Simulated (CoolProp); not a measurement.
2000 sccm (0 °C, 1 atm) of nitrogen bubbles through liquid octamethyltrisiloxane (MDM) at 353 K and leaves saturated at a total pressure of 0.138 MPa (ideal gas phase). Each further row changes one setting.

Model: reference Helmholtz-energy equation of state, Thol 2017, in CoolProp.

```json
[
 {"case": "as stated", "vapour pressure (kPa)": "9.02", "mole fraction of vapour": "0.0654", "delivery (mg/min)": "1480", "delivery (sccm)": "140", "change of delivery for a bath 1 K warmer (%)": "4.6"},
 {"case": "bath temperature 358 K", "vapour pressure (kPa)": "11.1", "mole fraction of vapour": "0.0805", "delivery (mg/min)": "1850", "delivery (sccm)": "175", "change of delivery for a bath 1 K warmer (%)": "4.5"},
 {"case": "total pressure 0.276 MPa", "vapour pressure (kPa)": "9.02", "mole fraction of vapour": "0.0327", "delivery (mg/min)": "713", "delivery (sccm)": "67.6", "change of delivery for a bath 1 K warmer (%)": "4.5"}
]
```
